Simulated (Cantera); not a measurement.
Cantera run:

```python
import numpy as np
import cantera as ct

gas_names = """
    Fe FeO Fe(OH)2 H HO2 H2 H2O H2O2 H2S H2SO4 O OH O2 O3 S SH SO SO2 SO3 S2 S2O S8
""".split()
cond_names = """
    Fe(a) Fe(c) Fe(d) Fe(L) FeO(s) FeO(L) Fe(OH)2(s) Fe(OH)3(s) FeS(a) FeS(b) FeS(c) FeS(L) FeSO4(s)
    FeS2(s) Fe2O3(s) Fe2S3O12(s) Fe3O4(s) H2O(s) H2O(L) H2SO4(L) S(cr1) S(cr2) S(L)
""".split()


# ... load() reads the species with a 1 bar reference pressure and builds the phases ...
atoms = {
    'FeS2': {'Fe': 1, 'S': 2},
    'H2': {'H': 2},
    'H2O': {'H': 2, 'O': 1},
}
top_T = {'FeSO4(s)': 950, 'FeS2(s)': 1010, 'Fe2O3(s)': 1830, 'Fe2S3O12(s)': 1100, 'Fe3O4(s)': 1870}  # K; cautious upper limits of use, not melting points


# ... equilibrate(T, P, feed) seeds the gas with the atoms and calls Mixture.equilibrate('TP', solver="vcs", rtol=1e-11, max_steps=5000) ...
results = []
feed = {'FeS2': 1, 'H2': 53, 'H2O': 0.056}  # mol
P = 20  # Pa
for T in [923, 1023, 1123, 1223, 1323, 1423, 1523, 1623, 1723, 1823, 1923, 2023, 2123]:
    mix = equilibrate(T, P, feed)
    results.append((T, P, feed, dict(zip(mix.species_names, mix.species_moles))))
    x = sorted(zip(gas.X, gas.species_names), reverse=True)
    print(f"T = {T:g} K  P = {P:g} Pa  gas = {mix.phase_moles(0):.4g} mol")
    print("   x: " + "  ".join(f"{s} {v:.3e}" for v, s in x if v > 0.0001))
    print("   condensed (mol): " + ("  ".join(f"{mix.phase(i).name} {mix.phase_moles(i):.4g}"
          for i in range(1, mix.n_phases) if mix.phase_moles(i) > 1e-12) or "none"))
```

Result:

```
T = 923 K  P = 20 Pa  gas = 53.06 mol
   x: H2 9.801e-01  H2S 1.881e-02  H2O 1.055e-03
   condensed (mol): FeS(c) 1
T = 1023 K  P = 20 Pa  gas = 53.06 mol
   x: H2 9.803e-01  H2S 1.852e-02  H2O 1.055e-03  S2 1.573e-04
   condensed (mol): FeS(c) 1
T = 1123 K  P = 20 Pa  gas = 53.1 mol
   x: H2 9.810e-01  H2S 1.702e-02  H2O 1.055e-03  S2 8.747e-04
   condensed (mol): FeS(c) 1
T = 1223 K  P = 20 Pa  gas = 53.2 mol
   x: H2 9.827e-01  H2S 1.336e-02  S2 2.611e-03  H2O 1.053e-03  SH 2.128e-04
   condensed (mol): FeS(c) 1
T = 1323 K  P = 20 Pa  gas = 53.32 mol
   x: H2 9.847e-01  H2S 9.063e-03  S2 4.595e-03  H2O 1.050e-03  SH 4.912e-04  H 1.113e-04
   condensed (mol): FeS(c) 0.9995
T = 1423 K  P = 20 Pa  gas = 53.85 mol
   x: H2 9.747e-01  S2 1.352e-02  H2S 8.628e-03  SH 1.347e-03  H2O 1.038e-03  H 4.637e-04  Fe 1.333e-04  S 1.305e-04
   condensed (mol): Fe(c) 0.9928
T = 1523 K  P = 20 Pa  gas = 54.03 mol
   x: H2 9.737e-01  S2 1.452e-02  H2S 5.402e-03  SH 2.108e-03  H 1.613e-03  Fe 1.214e-03  H2O 1.032e-03  S 4.511e-04
   condensed (mol): Fe(c) 0.9344
T = 1623 K  P = 20 Pa  gas = 54.59 mol
   x: H2 9.636e-01  S2 1.445e-02  Fe 8.360e-03  H 4.798e-03  H2S 3.431e-03  SH 3.001e-03  S 1.295e-03  H2O 1.014e-03
   condensed (mol): Fe(c) 0.5437
T = 1723 K  P = 20 Pa  gas = 55.43 mol
   x: H2 9.457e-01  Fe 1.804e-02  S2 1.338e-02  H 1.254e-02  SH 3.934e-03  S 3.173e-03  H2S 2.194e-03  H2O 9.845e-04
   condensed (mol): none
T = 1823 K  P = 20 Pa  gas = 56.03 mol
   x: H2 9.274e-01  H 2.950e-02  Fe 1.785e-02  S2 1.137e-02  S 6.729e-03  SH 4.768e-03  H2S 1.402e-03  H2O 9.502e-04
   condensed (mol): none
T = 1923 K  P = 20 Pa  gas = 57.18 mol
   x: H2 8.921e-01  H 6.291e-02  Fe 1.749e-02  S 1.217e-02  S2 8.358e-03  SH 5.167e-03  H2O 8.974e-04  H2S 8.470e-04
   condensed (mol): none
T = 2023 K  P = 20 Pa  gas = 59.22 mol
   x: H2 8.311e-01  H 1.224e-01  S 1.842e-02  Fe 1.689e-02  S2 4.978e-03  SH 4.836e-03  H2O 8.265e-04  H2S 4.602e-04  SO 1.043e-04
   condensed (mol): none
T = 2123 K  P = 20 Pa  gas = 62.59 mol
   x: H2 7.360e-01  H 2.176e-01  S 2.315e-02  Fe 1.598e-02  SH 3.821e-03  S2 2.321e-03  H2O 7.382e-04  H2S 2.160e-04  SO 1.230e-04
   condensed (mol): none
```

Equilibrium computed with Cantera from the NASA thermochemical tables; the gas is ideal and each condensed phase is pure. FeS: taken at fixed stoichiometry. Gases not in the tables: S3 to S7.
